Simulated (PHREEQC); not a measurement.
# Brine (model solution)

A solution holds 1.5 mol HCl, 0.078 mol MnCl2 and 2.6e-05 mol H4SiO4 per kg of water, at 25 °C. Closed to the air; pH follows from the charge balance.

Computed with PHREEQC (Pitzer model, pitzer.dat).

Each row changes one thing in this solution. This is a speciation only: nothing precipitates in the calculation.

```csv
case,pH,SI of SiO2(a) (SiO2)
as made,-0.34,-1.87
MnCl2 from 0.078 to 0.0702 mol/kgw,-0.34,-1.87
MnCl2 from 0.078 to 0.039 mol/kgw,?,-1.87
0.02 mol/kgw Ca(OH)2 added,-0.32,?
diluted 100-fold with water,?,?
H4SiO4 from 2.6e-05 to 3.9e-05 mol/kgw,-0.34,?
```

Q: What belongs in the gaps?

A: 
- MnCl2 from 0.078 to 0.039 mol/kgw, pH: -0.33
- 0.02 mol/kgw Ca(OH)2 added, SI of SiO2(a) (SiO2): -1.86
- diluted 100-fold with water, pH: 1.88
- diluted 100-fold with water, SI of SiO2(a) (SiO2): -3.92
- H4SiO4 from 2.6e-05 to 3.9e-05 mol/kgw, SI of SiO2(a) (SiO2): -1.69

In brines, pH and single-ion activities rest on the MacInnes convention.
